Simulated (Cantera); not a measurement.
Thermodynamics of aluminium nitride and oxide growth, feed Al + N2O + H2

Feed: 1 mol Al, 13 mol N2O, a varied amount of H2, equilibrated at 1350 °C and 13300 Pa.

These are equilibrium values from Cantera (NASA tables, ideal gas, pure condensed phases), not measurements of a reactor. Candidate condensed phases: Al, AlN, Al2O3, H2O; 35 gas species. Gases not in the tables: Al(OH)3. The numbers say what is thermodynamically allowed, not how fast it happens.

```
n(H2) (mol)   x H2    x N2   x H2O       x H     x OH    x NH3      x NO  n Al2O3(s)
-----------  -----  ------  ------  --------  -------  -------  --------  ----------
23           0.319   0.361   0.319  0.000107  4.49e-6  6.36e-7   7.50e-8       0.500
71           0.708   0.155   0.137  0.000160  1.29e-6  1.37e-6   9.48e-9       0.500
120          0.816  0.0977  0.0865  0.000171  7.60e-7  1.35e-6   4.13e-9       0.500
170          0.866  0.0710  0.0628  0.000176  5.36e-7  1.26e-6   2.41e-9       0.500
210          0.890  0.0583  0.0516  0.000179  4.34e-7  1.19e-6   1.74e-9       0.500
260          0.910  0.0476  0.0421  0.000181  3.51e-7  1.11e-6   1.26e-9       0.500
310          0.924  0.0402  0.0356  0.000182  2.94e-7  1.04e-6  9.64e-10       0.500
360          0.934  0.0348  0.0308  0.000183  2.53e-7  9.88e-7  7.68e-10       0.500
410          0.942  0.0307  0.0272  0.000184  2.22e-7  9.39e-7  6.31e-10       0.500
460          0.948  0.0275  0.0243  0.000185  1.98e-7  8.97e-7  5.30e-10       0.500
500          0.952  0.0253  0.0224  0.000185  1.82e-7  8.66e-7  4.67e-10       0.500
```
x: gas mole fraction; n: condensed amount in mol.

From 23 mol H2 to 500 mol H2 the condensed part is Al2O3(s).
